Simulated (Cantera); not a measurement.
What does this Cantera script print?

```python
import numpy as np
import cantera as ct

gas_names = """
    CL CL2 H HCL H2 N NH NH2 NH3 N2 N2H2 N2H4 Si SiCL SiCL2 SiCL3 SiCL4 SiH SiHCL3 SiH2 SiH2CL2 SiH3
    SiH3CL SiH4 SiN Si2 Si2N Si3
""".split()
cond_names = """
    NH4CL(a) NH4CL(b) Si(cr) Si(L) Si3N4(a)
""".split()


# ... load() reads the species with a 1 bar reference pressure and builds the phases ...
atoms = {
    'SiH2Cl2': {'Si': 1, 'H': 2, 'CL': 2},
    'NH3': {'N': 1, 'H': 3},
    'N2': {'N': 2},
}
top_T = {'Si3N4(a)': 2400}  # K; cautious upper limits of use, not melting points


# ... equilibrate(T, P, feed) seeds the gas with the atoms and calls Mixture.equilibrate('TP', solver="vcs", rtol=1e-11, max_steps=5000) ...
results = []
T = 725  # K
P = 67000  # Pa
for m in [3.4, 8.3, 13, 18, 23, 28, 33, 38, 43, 48]:
    feed = {'SiH2Cl2': 1, 'NH3': m, 'N2': 2.6}  # mol
    mix = equilibrate(T, P, feed)
    results.append((T, P, feed, dict(zip(mix.species_names, mix.species_moles))))
    x = sorted(zip(gas.X, gas.species_names), reverse=True)
    print(f"T = {T:g} K  P = {P:g} Pa  n(NH3) = {m:g} mol  gas = {mix.phase_moles(0):.4g} mol")
    print("   x: " + "  ".join(f"{s} {v:.3e}" for v, s in x if v > 0.001))
    print("   condensed (mol): " + ("  ".join(f"{mix.phase(i).name} {mix.phase_moles(i):.4g}"
          for i in range(1, mix.n_phases) if mix.phase_moles(i) > 1e-12) or "none"))
```

It prints:

```
T = 725 K  P = 67000 Pa  n(NH3) = 3.4 mol  gas = 10.7 mol
   x: H2 4.894e-01  N2 3.439e-01  HCL 1.588e-01  SiCL4 7.036e-03
   condensed (mol): Si3N4(a) 0.3082
T = 725 K  P = 67000 Pa  n(NH3) = 8.3 mol  gas = 20.5 mol
   x: H2 6.067e-01  N2 2.965e-01  HCL 9.495e-02  NH3 1.181e-03
   condensed (mol): Si3N4(a) 0.3289
T = 725 K  P = 67000 Pa  n(NH3) = 13 mol  gas = 29.89 mol
   x: H2 6.507e-01  N2 2.816e-01  HCL 6.635e-02  NH3 1.278e-03
   condensed (mol): Si3N4(a) 0.3319
T = 725 K  P = 67000 Pa  n(NH3) = 18 mol  gas = 39.88 mol
   x: H2 6.751e-01  N2 2.735e-01  HCL 4.998e-02  NH3 1.332e-03
   condensed (mol): Si3N4(a) 0.3328
T = 725 K  P = 67000 Pa  n(NH3) = 23 mol  gas = 49.87 mol
   x: H2 6.899e-01  N2 2.687e-01  HCL 4.004e-02  NH3 1.363e-03
   condensed (mol): Si3N4(a) 0.3331
T = 725 K  P = 67000 Pa  n(NH3) = 28 mol  gas = 59.85 mol
   x: H2 6.997e-01  N2 2.655e-01  HCL 3.338e-02  NH3 1.384e-03
   condensed (mol): Si3N4(a) 0.3332
T = 725 K  P = 67000 Pa  n(NH3) = 33 mol  gas = 69.84 mol
   x: H2 7.067e-01  N2 2.633e-01  HCL 2.862e-02  NH3 1.399e-03
   condensed (mol): Si3N4(a) 0.3332
T = 725 K  P = 67000 Pa  n(NH3) = 38 mol  gas = 79.82 mol
   x: H2 7.120e-01  N2 2.616e-01  HCL 2.505e-02  NH3 1.410e-03
   condensed (mol): Si3N4(a) 0.3333
T = 725 K  P = 67000 Pa  n(NH3) = 43 mol  gas = 89.81 mol
   x: H2 7.161e-01  N2 2.602e-01  HCL 2.226e-02  NH3 1.419e-03
   condensed (mol): Si3N4(a) 0.3333
T = 725 K  P = 67000 Pa  n(NH3) = 48 mol  gas = 99.79 mol
   x: H2 7.194e-01  N2 2.592e-01  HCL 2.004e-02  NH3 1.426e-03
   condensed (mol): Si3N4(a) 0.3333
```

Equilibrium computed with Cantera from the NASA thermochemical tables; the gas is ideal and each condensed phase is pure.
